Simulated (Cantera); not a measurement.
Charge: 1 mol MgCO3, 0.42 mol SO2, 0.1 mol O2, equilibrated at 1973 K.

These are equilibrium values from Cantera (NASA tables, ideal gas, pure condensed phases), not measurements of a reactor. Candidate condensed phases: C, Mg, MgCO3, MgO, MgS, MgSO4, S; 26 gas species. The numbers say what is thermodynamically allowed, not how fast it happens.

Problem. At 0.0100 bar, list the 7 most abundant gas species with their mole fractions, and the condensed phases.

Solution. CO2 0.625, SO2 0.271, O2 0.0766, CO 0.0238, O 0.00150, SO 0.00114, SO3 4.56e-5. Condensed: MgO(s).
